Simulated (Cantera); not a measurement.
Cantera with NASA thermochemical tables; ideal gases at 1 bar, condensed phases pure. Values are per mole of reaction as written; species without (g) are pure solids or liquids, kept so even where they would boil at 1 bar.

Problem. Between 1250 and 1450 K, where is each reaction favourable under standard conditions?
- 2 B + H₂(g) + 2 O₂(g) ⇌ 2 HBO₂(g)

Solution. 
- 2 B + H₂(g) + 2 O₂(g) ⇌ 2 HBO₂(g): ΔG° is -1010 kJ at 1250 K and -989 kJ at 1450 K; it stays negative (K > 1). ΔH° is -1144 kJ and ΔS° -107 J/K at 1450 K.
